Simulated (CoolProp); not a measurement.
A Linde-Hampson liquefier for ethylene: isothermal reversible compression at 320 K from 1 atm to 30 MPa, throttling to 1 atm, return gas leaving the recuperator 5 K below the feed. Each further row changes one setting.

The numbers come from the reference Helmholtz-energy equation of state, Smukala 2000 in CoolProp.

```tsv
case	liquid yield per pass	compression work (kJ/kg of gas)
as stated	?	444
high pressure 60 MPa	?	?
warm-end temperature 350 K	0.350	?
warm-end gap 10 K	?	444
```

Question: Fill in the missing entries.

Answer: 
- as stated, liquid yield per pass: 0.422
- high pressure 60 MPa, liquid yield per pass: 0.403
- high pressure 60 MPa, compression work (kJ/kg of gas): 513
- warm-end temperature 350 K, compression work (kJ/kg of gas): 512
- warm-end gap 10 K, liquid yield per pass: 0.416
